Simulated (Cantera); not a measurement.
An isothermal, constant-pressure homogeneous reactor starts with NH3 : H2 = 1 : 3.6 (molar parts), at 1875 K and 13300 Pa. Integrator tolerance rtol = 1e-08.

Computed with Cantera and the gas-phase N/H chemistry of the illustrative SiF4/NH3 mechanism in the Surface Chemkin manual (1991). Walls and surfaces, which speed up NH3 decomposition in real reactors, are not modelled.

Task: What does this change do: temperature 1875 to 1650 K?

Result: 
```json
[
 {"quantity": "x(NH3) at 70.0 s", "before": "5.37e-5 (gas-phase equilibrium 8.62e-7)", "after": "0.0336 (gas-phase equilibrium 1.41e-6)"},
 {"quantity": "x(H2) at 70.0 s", "before": "0.909 (gas-phase equilibrium 0.909)", "after": "0.891 (gas-phase equilibrium 0.910)"},
 {"quantity": "x(N2) at 70.0 s", "before": "0.0892 (gas-phase equilibrium 0.0892)", "after": "0.0755 (gas-phase equilibrium 0.0893)"},
 {"quantity": "x(H) at 70.0 s", "before": "0.00172 (gas-phase equilibrium 0.00172)", "after": "0.000170 (gas-phase equilibrium 0.000239)"},
 {"quantity": "x(N) at 70.0 s", "before": "6.68e-9 (gas-phase equilibrium 1.07e-10)", "after": "1.49e-8 (gas-phase equilibrium 1.62e-12)"}
]
```

Task: What does this change do: temperature 1875 to 1550 K?

Result: 
```csv
quantity,before,after
x(NH3) at 70.0 s,5.37e-5 (gas-phase equilibrium 8.62e-7),0.139 (gas-phase equilibrium 1.83e-6)
x(H2) at 70.0 s,0.909 (gas-phase equilibrium 0.909),0.829 (gas-phase equilibrium 0.911)
x(N2) at 70.0 s,0.0892 (gas-phase equilibrium 0.0892),0.0321 (gas-phase equilibrium 0.0893)
x(H) at 70.0 s,0.00172 (gas-phase equilibrium 0.00172),5.26e-5 (gas-phase equilibrium 8.29e-5)
x(N) at 70.0 s,6.68e-9 (gas-phase equilibrium 1.07e-10),4.33e-9 (gas-phase equilibrium <1e-12)
```

Task: What does this change do: temperature 1875 to 1625 K?

Result: 
```tsv
quantity	before	after
x(NH3) at 70.0 s	5.37e-5 (gas-phase equilibrium 8.62e-7)	0.0555 (gas-phase equilibrium 1.50e-6)
x(H2) at 70.0 s	0.909 (gas-phase equilibrium 0.909)	0.878 (gas-phase equilibrium 0.911)
x(N2) at 70.0 s	0.0892 (gas-phase equilibrium 0.0892)	0.0665 (gas-phase equilibrium 0.0893)
x(H) at 70.0 s	0.00172 (gas-phase equilibrium 0.00172)	0.000124 (gas-phase equilibrium 0.000186)
x(N) at 70.0 s	6.68e-9 (gas-phase equilibrium 1.07e-10)	1.17e-8 (gas-phase equilibrium <1e-12)
```
